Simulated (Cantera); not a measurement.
# CuO + H2 (hydrogen reduction and annealing atmospheres)

Input: 1 mol CuO, 4.5 mol H2, equilibrated at 27.0 mbar.

Equilibrium computed with Cantera from the NASA thermochemical tables; the gas is ideal and each condensed phase is pure. Candidate condensed phases: Cu, CuO, Cu(OH)2, Cu2O, H2O; 12 gas species. Rates play no part.

| T (K) | log p H2 | log p H2O | log p Cu | log p H | log p Cu2 | n Cu(l) |
|---|---|---|---|---|---|---|
| 1800 | -1.69 | -2.23 | -3.27 | -4.29 | -5.98 | 0.907 |
| 1850 | -1.69 | -2.24 | -3.02 | -4.12 | -5.65 | 0.835 |
| 1900 | -1.71 | -2.25 | -2.79 | -3.95 | -5.33 | 0.711 |
| 1950 | -1.73 | -2.27 | -2.57 | -3.80 | -5.03 | 0.500 |
| 2000 | -1.76 | -2.30 | -2.37 | -3.67 | -4.75 | 0.134 |
| 2050 | -1.77 | -2.31 | -2.31 | -3.53 | -4.77 | 0 |
| 2100 | -1.77 | -2.31 | -2.31 | -3.39 | -4.89 | 0 |
log p: log10 of the partial pressure in bar; n: condensed amount in mol.

From 1800 K to 2000 K the condensed part is Cu(l). From 2050 K to 2100 K nothing is condensed. The main Cu-bearing gas is Cu throughout.
